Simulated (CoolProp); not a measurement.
Vapour-liquid equilibrium of n-pentane (1) + benzene (2) at 15.25 °C; x and y are mole fractions of (1).

Values from CoolProp's multi-fluid Helmholtz-energy mixture model, Thol 2019 and Thol 2012; pair parameters Bell 2016.

| x | bubble pressure (kPa) | y at the bubble point | dew pressure at overall composition x (kPa) | liquid density (mol/L) |
|---|---|---|---|---|
| 0.05 | 12.12 | ? | 8.330 | 11.16 |
| 0.2 | 21.18 | 0.687 | 9.743 | ? |
| 0.35 | 27.30 | 0.789 | 11.72 | 10.29 |
| 0.5 | 32.10 | ? | 14.69 | 9.895 |
| 0.65 | 36.44 | ? | 19.52 | 9.524 |
| 0.8 | 40.76 | 0.938 | 28.15 | ? |
| 0.95 | 45.32 | 0.984 | ? | 8.848 |

Question: What belongs in the gaps?

Answer: 
- 0.05, y at the bubble point: 0.374
- 0.2, liquid density (mol/L): 10.71
- 0.5, y at the bubble point: 0.848
- 0.65, y at the bubble point: 0.895
- 0.8, liquid density (mol/L): 9.175
- 0.95, dew pressure at overall composition x (kPa): 41.92

No azeotrope shows between x = 0.05 and 0.95.

Pair parameters are fitted to limited data, so mixtures are less certain than the pure fluids.
